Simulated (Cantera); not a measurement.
## BN + Cl2 + H2 (nitride etching)

Feed: 1 mol BN, a varied amount of Cl2, 3.9 mol H2, equilibrated at 1600 K and 11.0 mbar.

Cantera equilibrium calculation (NASA polynomials, part measured and part estimated; ideal gas, pure solids and liquids). Candidate condensed phases: B, BN, NH4Cl; 21 gas species. The tables' values for BCl2, BCl are old estimates; treat these amounts as uncertain. Gases not in the tables: BHCl2. Kinetics and transport are ignored.

```tsv
n(Cl2) (mol)	x HCl	x Cl	x Cl2	x BCl3	x H2	x N2	n BN(s)
4.4	0.811	0.00132	1.59e-6	0.0811	0.0634	0.0413	0.314
5.6	0.805	0.0388	0.00137	0.103	7.25e-5	0.0516	0
7.2	0.629	0.210	0.0402	0.0806	1.51e-6	0.0403	0
9.2	0.502	0.312	0.0888	0.0644	4.36e-7	0.0322	0
12	0.395	0.390	0.139	0.0506	1.72e-7	0.0253	0
15	0.322	0.440	0.176	0.0413	9.00e-8	0.0206	0
19	0.259	0.481	0.211	0.0332	4.87e-8	0.0166	0
```
x: gas mole fraction; n: condensed amount in mol.

At 4.4 mol Cl2 the condensed part is BN(s). From 5.6 mol Cl2 to 19 mol Cl2 nothing is condensed. The main B-bearing gas is BCl3 throughout.
